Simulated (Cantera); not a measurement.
Equilibrium for hydrogen reduction and annealing atmospheres: Ta2O5 + H2

Feed: 1 mol Ta2O5, 3.9 mol H2, equilibrated at 1700 Pa.

Method: chemical equilibrium by Gibbs-energy minimisation in Cantera with the NASA 1993 tables (ideal gas, pure condensed phases). Candidate condensed phases: H2O, Ta, Ta2O5; 12 gas species. Mutual solubility and eutectic melting of coexisting phases are not modelled. Condensed phases not in the tables: N, O or C dissolved in the metal. Equilibrium is a limit: real reactors are often held back by kinetics, nucleation or transport.

```tsv
T (°C)	log p H2	log p H	log p H2O	log p TaO2	n Ta2O5(s)	n Ta(s)
1002	-1.77	-7.02	-6.73	<-13	1.000	0
1052	-1.77	-6.67	-6.49	<-13	1.000	0
1102	-1.77	-6.35	-6.28	-12.96	1.000	0
1152	-1.77	-6.05	-6.07	-12.16	1.000	0
1202	-1.77	-5.77	-5.89	-11.43	1.000	0
1252	-1.77	-5.51	-5.71	-10.74	1.000	0
1302	-1.77	-5.27	-5.55	-10.10	1.000	0.000260
1352	-1.77	-5.04	-5.40	-9.50	1.000	0.000369
1402	-1.77	-4.82	-5.25	-8.93	1.000	0.000513
1452	-1.77	-4.62	-5.12	-8.40	1.000	0.000698
1502	-1.77	-4.42	-4.99	-7.90	1.000	0.000933
1552	-1.77	-4.24	-4.87	-7.43	0.999	0.00122
```
log p: log10 of the partial pressure in bar; n: condensed amount in mol.

From 1002 °C to 1252 °C the condensed part is Ta2O5(s). From 1302 °C to 1552 °C the condensed part is Ta(s) + Ta2O5(s).
